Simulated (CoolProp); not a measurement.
Aqueous propylene glycol as a coolant, 60 % by mass, freezing at -50.0 °C, 1 atm.

Values from CoolProp's Melinder's fits for secondary coolants.

| T (°C) | Prandtl number | conductivity (W/(m K)) | cp (kJ/(kg K)) | viscosity (mPa s) |
|---|---|---|---|---|
| -41.3 | 13200 | 0.300 | 3.064 | 1290 |
| -31.8 | 4520 | 0.303 | 3.106 | 442 |
| -22.3 | 1760 | 0.307 | 3.149 | 172 |
| -12.8 | 772 | 0.311 | 3.192 | 75.1 |
| -3.3 | 377 | 0.314 | 3.235 | 36.6 |
| 6.3 | 202 | 0.317 | 3.278 | 19.5 |
| 15.8 | 119 | 0.321 | 3.321 | 11.5 |
| 25.3 | 75.4 | 0.324 | 3.364 | 7.26 |
| 34.8 | 51.2 | 0.327 | 3.407 | 4.91 |
